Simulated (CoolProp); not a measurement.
A single-stage vapour-compression cycle with R245ca: evaporating at 323.15 K (dew point), condensing at 363.15 K (bubble point), superheat 0 K, subcooling 8 K, compressor efficiency 0.65, no pressure losses. Each further row changes one setting.

Values from CoolProp's reference Helmholtz-energy equation of state, Zhou 2016.

| case | cooling COP | pressure ratio | discharge temperature (K) | refrigerating effect (kJ/kg) | volumetric capacity (kJ/m³) |
|---|---|---|---|---|---|
| as stated | ___ | 3.04 | 363.1 | 143 | 1850 |
| evaporating temperature 328.15 K | ___ | 2.60 | 363.1 | ___ | 2220 |
| condensing temperature 358.15 K | 5.36 | ___ | 358.3 | 150 | 1950 |
| subcooling 13 K | 4.78 | 3.04 | 363.1 | 150 | 1950 |
| superheat 10 K | 4.62 | 3.04 | ___ | ___ | 1910 |
| compressor efficiency 0.55 | ___ | 3.04 | ___ | 143 | 1850 |

Question: Fill in the missing entries.

Answer: 
- as stated, cooling COP: 4.55
- evaporating temperature 328.15 K, cooling COP: 5.42
- evaporating temperature 328.15 K, refrigerating effect (kJ/kg): 147
- condensing temperature 358.15 K, pressure ratio: 2.69
- superheat 10 K, discharge temperature (K): 373.0
- superheat 10 K, refrigerating effect (kJ/kg): 153
- compressor efficiency 0.55, cooling COP: 3.85
- compressor efficiency 0.55, discharge temperature (K): 367.9

The compression ends wet for: as stated; evaporating temperature 328.15 K; subcooling 13 K.
